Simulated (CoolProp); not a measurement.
Vapour-liquid equilibrium of n-decane (1) + n-dodecane (2) at 303 K; x and y are mole fractions of (1).

Computed with CoolProp (multi-fluid Helmholtz-energy mixture model, Lemmon 2006 and Lemmon 2004; pair parameters Bell 2016).

| x | bubble pressure, mixture model (MPa) | bubble pressure, Raoult's law (MPa) | y, mixture model | y, Raoult's law |
|---|---|---|---|---|
| 0.05 | ___ | 3.792e-5 | 0.334 | 0.334 |
| 0.125 | ___ | 5.496e-5 | 0.580 | 0.577 |
| 0.2 | 7.291e-5 | 7.199e-5 | ___ | 0.705 |
| 0.275 | 9.067e-5 | 8.903e-5 | 0.789 | 0.784 |
| 0.35 | 0.0001084 | 0.0001061 | 0.842 | 0.837 |
| 0.425 | 0.0001259 | 0.0001231 | 0.879 | 0.876 |
| 0.5 | ___ | 0.0001401 | 0.907 | 0.905 |
| 0.575 | 0.0001601 | 0.0001572 | ___ | 0.928 |
| 0.65 | 0.0001768 | 0.0001742 | 0.947 | 0.947 |
| 0.725 | 0.0001933 | 0.0001912 | 0.961 | 0.962 |
| 0.8 | ___ | 0.0002083 | 0.974 | 0.974 |
| 0.875 | 0.0002260 | 0.0002253 | 0.985 | 0.985 |
| 0.95 | 0.0002425 | 0.0002423 | 0.994 | 0.995 |

### Question
Fill in the missing entries.

### Answer

- 0.05, bubble pressure, mixture model (MPa): 3.786e-5
- 0.125, bubble pressure, mixture model (MPa): 5.524e-5
- 0.2, y, mixture model: 0.709
- 0.5, bubble pressure, mixture model (MPa): 0.0001431
- 0.575, y, mixture model: 0.929
- 0.8, bubble pressure, mixture model (MPa): 0.0002097

The largest gap from Raoult's law is +2.3 % in bubble pressure, at x = 0.425. No azeotrope shows between x = 0.05 and 0.95.

The pair parameters rest on a limited set of measurements; away from them the model extrapolates.
